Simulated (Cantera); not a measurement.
An isothermal, constant-pressure homogeneous reactor starts with H2 : O2 : N2 = 0.017 : 1 : 1 (molar parts), equivalence ratio 0.0085, at 1200 K and 21.8 Torr.

Detailed kinetics in Cantera: GRI-Mech 3.0 (53 species, 325 reactions). Radical loss at walls, strong at low pressure, is not modelled.

x: mole fraction; the columns are a selection and need not sum to one.

```json
[
 {"t (s)": "4.00e-5", "x H2": "0.00843", "x O2": "0.496", "x N2O": "<1e-12", "x H": "2.17e-10", "x NO2": "<1e-12"},
 {"t (s)": "0.000131", "x H2": "0.00843", "x O2": "0.496", "x N2O": "<1e-12", "x H": "4.46e-10", "x NO2": "<1e-12"},
 {"t (s)": "0.000429", "x H2": "0.00843", "x O2": "0.496", "x N2O": "<1e-12", "x H": "1.50e-9", "x NO2": "<1e-12"},
 {"t (s)": "0.00141", "x H2": "0.00843", "x O2": "0.496", "x N2O": "<1e-12", "x H": "3.93e-8", "x NO2": "<1e-12"},
 {"t (s)": "0.00461", "x H2": "0.00439", "x O2": "0.492", "x N2O": "2.37e-10", "x H": "0.000561", "x NO2": "<1e-12"},
 {"t (s)": "0.0151", "x H2": "4.93e-5", "x O2": "0.489", "x N2O": "9.64e-9", "x H": "0.000411", "x NO2": "3.14e-12"},
 {"t (s)": "0.0494", "x H2": "2.70e-5", "x O2": "0.491", "x N2O": "2.08e-8", "x H": "0.000163", "x NO2": "9.70e-12"},
 {"t (s)": "0.162", "x H2": "7.51e-6", "x O2": "0.493", "x N2O": "2.77e-8", "x H": "2.38e-5", "x NO2": "2.34e-11"},
 {"t (s)": "0.530", "x H2": "1.15e-6", "x O2": "0.494", "x N2O": "3.15e-8", "x H": "1.46e-6", "x NO2": "5.09e-11"},
 {"t (s)": "1.74", "x H2": "1.52e-7", "x O2": "0.494", "x N2O": "3.29e-8", "x H": "7.20e-8", "x NO2": "7.64e-11"},
 {"t (s)": "5.69", "x H2": "2.40e-8", "x O2": "0.494", "x N2O": "3.24e-8", "x H": "4.61e-9", "x NO2": "8.08e-11"},
 {"t (s)": "18.6", "x H2": "?", "x O2": "0.494", "x N2O": "?", "x H": "4.35e-10", "x NO2": "9.84e-11"},
 {"t (s)": "61.1", "x H2": "?", "x O2": "0.494", "x N2O": "?", "x H": "6.85e-11", "x NO2": "1.94e-10"},
 {"t (s)": "200", "x H2": "9.15e-10", "x O2": "0.494", "x N2O": "6.76e-9", "x H": "3.57e-11", "x NO2": "2.76e-10"}
]
```

### Question
Complete the blanks.

### Answer

- 18.6, x H2: 4.91e-9
- 18.6, x N2O: 2.92e-8
- 61.1, x H2: 1.42e-9
- 61.1, x N2O: 2.01e-8
